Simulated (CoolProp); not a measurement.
1-butene along the isotherm 153.75 °C: Z from the reference equation and from simpler models built on Tc = 146.1 °C, pc = 4.006 MPa, ω = 0.192; each cubic takes its own stable root.

The numbers come from the reference Helmholtz-energy equation of state, Lemmon 2005 in CoolProp. It is a short technical equation, of lower accuracy than the large ones.

```tsv
p (MPa)	phase	reference
0.223	gas	0.9815
0.445	gas	0.9627
0.668	gas	0.9432
0.89	gas	0.9233
1.11	gas	0.9029
1.34	gas	0.8809
1.56	gas	0.8590
1.78	gas	0.8363
2	gas	0.8127
```

Task: How far does each simpler model (van der Waals, Redlich-Kwong, Soave-Redlich-Kwong, Peng-Robinson) lie from the reference over these 9 states: mean and median of the absolute difference, and the worst?

Result: 
- van der Waals: mean 1.5 %, median 1.4 %, worst +2.9 % at 153.75 °C and 2 MPa
- Redlich-Kwong: mean 0.3 %, median 0.2 %, worst +0.6 % at 153.75 °C and 2 MPa
- Soave-Redlich-Kwong: mean 0.3 %, median 0.3 %, worst +0.8 % at 153.75 °C and 2 MPa
- Peng-Robinson: mean 0.8 %, median 0.8 %, worst -1.4 % at 153.75 °C and 2 MPa
